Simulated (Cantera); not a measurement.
Mixture: 9.15 % C2H4, 18.3 % O2, 68.8 % N2, 3.75 % CO2, equivalence ratio 1.5, at 8.60 bar, adiabatic and at constant pressure. Ignition delay is the time to a rise of 400 K.

Cantera simulation using GRI-Mech 3.0 (53 species, 325 reactions); the numbers are that mechanism's predictions, not measurements. GRI-Mech 3.0 was tuned for natural gas; its chemistry of ethylene as a main component is partial and can be far from experiment.

Problem. Predict: delay at 1100 K; delay at 1200 K; delay at 1300 K; delay at 1400 K; delay at 1500 K; apparent activation energy between 1400 and 1500 K.

Solution. 
| Quantity | Result |
|---|---|
| delay at 1100 K | 11.6 ms |
| delay at 1200 K | 0.971 ms |
| delay at 1300 K | 94.5 µs |
| delay at 1400 K | 15.6 µs |
| delay at 1500 K | 5.68 µs |
| apparent activation energy between 1400 and 1500 K | 180 kJ/mol |
